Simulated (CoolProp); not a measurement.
A single-stage vapour-compression cycle with the fluid: evaporating at 276.15 K (dew point), condensing at 333.15 K (bubble point), superheat 0 K, subcooling 5 K, compressor efficiency 0.8, no pressure losses. The same conditions are run with several fluids, on thermodynamics alone (safety and materials aside).

Values from CoolProp's reference Helmholtz-energy equation of state of each fluid (c-C4F8 (RC318): Platzer 1990; R115: Lemmon 2016; R134a: Tillner-Roth 1994; R1224YDZ: Akasaka 2023; R1336mzz(E): Akasaka 2023; dimethyl ether: Wu 2011). The equations of Platzer and Polt are older, rougher fits.

### Question
Rank c-C4F8 (RC318), R115, R134a, R1224YDZ, R1336mzz(E), dimethyl ether by cooling COP, highest first.

### Answer
dimethyl ether (3.10), R1224YDZ (3.04), R134a (2.84), R1336mzz(E) (2.82), c-C4F8 (RC318) (2.46), R115 (2.21)

```json
[
 {"fluid": "c-C4F8 (RC318)", "pressure ratio": "5.79", "discharge temperature (K)": "333.2", "refrigerating effect (kJ/kg)": "54.8", "volumetric capacity (kJ/m³)": "733"},
 {"fluid": "R115", "pressure ratio": "4.26", "discharge temperature (K)": "333.1", "refrigerating effect (kJ/kg)": "48.1", "volumetric capacity (kJ/m³)": "1800"},
 {"fluid": "R134a", "pressure ratio": "5.16", "discharge temperature (K)": "345.7", "refrigerating effect (kJ/kg)": "121", "volumetric capacity (kJ/m³)": "1940"},
 {"fluid": "R1224YDZ", "pressure ratio": "7.01", "discharge temperature (K)": "333.7", "refrigerating effect (kJ/kg)": "115", "volumetric capacity (kJ/m³)": "482"},
 {"fluid": "R1336mzz(E)", "pressure ratio": "6.89", "discharge temperature (K)": "333.1", "refrigerating effect (kJ/kg)": "90.8", "volumetric capacity (kJ/m³)": "561"},
 {"fluid": "dimethyl ether", "pressure ratio": "4.89", "discharge temperature (K)": "356.1", "refrigerating effect (kJ/kg)": "303", "volumetric capacity (kJ/m³)": "1940"}
]
```

The compression ends wet for: c-C4F8 (RC318); R115; R1336mzz(E).
